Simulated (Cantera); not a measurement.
An adiabatic, constant-pressure homogeneous reactor starts with H2 : O2 : N2 = 1 : 1.56 : 5.88 (molar parts), at 1725 K and 3750 Torr.

Computed with Cantera and GRI-Mech 3.0 (53 species, 325 reactions). The hydrogen kinetics of GRI-Mech 3.0 are dated; newer H2 mechanisms differ, most at raised pressure.

One state of this run: T (K) = 2456; x H2 = 0.000744; x O2 = 0.123; x H2O = 0.121; x H = 0.000254; x NO = 0.0157; x HO2 = 1.40e-5. x: mole fraction; the columns are a selection and need not sum to one.

**Question.** Which value of t (s) does it belong to?
A. 0.000159
B. 1.79e-5
C. 0.112
D. 0.000475

**Answer.** C, 0.112
